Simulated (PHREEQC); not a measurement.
Consider water at 85 °C with 0.0024 mol Na2SO4, 0.02 mol H3BO3 and 0.11 mol NaCl per kg of water. Closed to the air; pH follows from the charge balance.

Computed with PHREEQC (ion-association model, phreeqc.dat).

**Question.** The ionic strength comes out as 0.116 mol/kgw. What activity coefficients do HSO4-, SO4-2, Cl-, H2BO3-, H+ get?

**Answer.** HSO4- 0.75, SO4-2 0.31, Cl- 0.73, H2BO3- 0.75, H+ 0.80.

No solid was allowed to form. Away from 25 °C the constants follow the database's enthalpies or fits; those with neither stay at their 25 °C values.
